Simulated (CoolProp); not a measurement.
Model: reference Helmholtz-energy equation of state, Penoncello 2003, in CoolProp.

For CHF3 (R23), give the phase and the Z, cv (kJ/(kg K)), speed of sound (m/s) at 269.7 K and 36.2 bar; 269.7 K and 49.8 bar; 269.7 K and 54.4 bar.


- 269.7 K and 36.2 bar: liquid; Z 0.105, cv 0.769, speed of sound 398
- 269.7 K and 49.8 bar: liquid; Z 0.142, cv 0.764, speed of sound 422
- 269.7 K and 54.4 bar: liquid; Z 0.154, cv 0.762, speed of sound 430
